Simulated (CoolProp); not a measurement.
Ethylene along the isobar 1.32 MPa: fugacity coefficient from the reference equation and from simpler models built on Tc = 9.2 °C, pc = 5.042 MPa, ω = 0.087; each cubic takes its own stable root.

Computed with CoolProp (reference Helmholtz-energy equation of state, Smukala 2000).

| T (°C) | phase | reference |
|---|---|---|
| -121.75 | liquid | 0.02390 |
| -94.65 | liquid | 0.1265 |
| -67.45 | liquid | 0.3992 |
| -40.35 | gas | 0.8421 |
| -13.15 | gas | 0.8878 |
| 13.95 | gas | 0.9173 |
| 41.15 | gas | 0.9376 |
| 68.25 | gas | 0.9521 |
| 95.45 | gas | 0.9629 |
| 122.55 | gas | 0.9710 |
| 149.75 | gas | 0.9772 |
| 176.85 | gas | 0.9821 |

Q: How far does each simpler model (van der Waals, Soave-Redlich-Kwong) lie from the reference over these 12 states: mean and median of the absolute difference, and the worst?

A: 
- van der Waals: mean 78.8 %, median 0.7 %, worst +607.9 % at -121.75 °C and 1.32 MPa
- Soave-Redlich-Kwong: mean 0.2 %, median 0.1 %, worst -1.0 % at -121.75 °C and 1.32 MPa
